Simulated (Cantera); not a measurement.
An adiabatic, constant-volume homogeneous reactor starts with 14.1 % H2, 18.0 % O2, 67.9 % N2, equivalence ratio 0.39, at 1100 K and 5.00 bar.

Detailed kinetics in Cantera: GRI-Mech 3.0 (53 species, 325 reactions). The hydrogen kinetics of GRI-Mech 3.0 are dated; newer H2 mechanisms differ, most at raised pressure.

x: mole fraction; the columns are a selection and need not sum to one.

| t (s) | T (K) | P (bar) | x H2 | x O2 | x NO | x HO2 | x H2O | x H2O2 | x OH |
|---|---|---|---|---|---|---|---|---|---|
| 7.00e-6 | 1100 | 5.00 | 0.141 | 0.180 | <1e-12 | 2.91e-8 | 1.61e-8 | 1.40e-10 | 2.71e-10 |
| 2.18e-5 | 1100 | 5.00 | 0.141 | 0.180 | <1e-12 | ? | ? | ? | 3.69e-10 |
| 6.79e-5 | 1100 | 5.00 | 0.141 | 0.180 | <1e-12 | 5.26e-7 | 3.83e-7 | 2.48e-8 | 6.17e-10 |
| 0.000211 | 1100 | 5.00 | 0.141 | 0.180 | <1e-12 | 3.71e-6 | 3.43e-6 | 4.21e-7 | 3.19e-9 |
| 0.000658 | 2329 | 9.86 | 0.000343 | 0.117 | 4.01e-5 | 1.23e-5 | 0.148 | 7.57e-7 | 0.00486 |
| 0.00205 | 2328 | 9.85 | 0.000339 | 0.116 | 0.000731 | 1.22e-5 | 0.148 | 7.53e-7 | 0.00482 |
| 0.00638 | 2323 | 9.83 | 0.000331 | 0.115 | 0.00266 | 1.20e-5 | 0.149 | 7.40e-7 | 0.00473 |
| 0.0199 | 2312 | 9.79 | 0.000316 | 0.113 | ? | 1.15e-5 | 0.149 | 7.14e-7 | 0.00454 |
| 0.0619 | 2302 | 9.74 | 0.000302 | 0.112 | 0.0105 | 1.10e-5 | 0.149 | 6.90e-7 | 0.00437 |
| 0.193 | 2301 | 9.74 | 0.000300 | 0.111 | 0.0110 | 1.09e-5 | 0.149 | 6.87e-7 | 0.00434 |
| 0.600 | 2301 | 9.74 | 0.000300 | 0.111 | 0.0110 | 1.09e-5 | 0.149 | 6.87e-7 | 0.00434 |

Q: What belongs in the gaps?

A: 
- 2.18e-5, x HO2: 1.27e-7
- 2.18e-5, x H2O: 8.26e-8
- 2.18e-5, x H2O2: 1.99e-9
- 0.0199, x NO: 0.00673
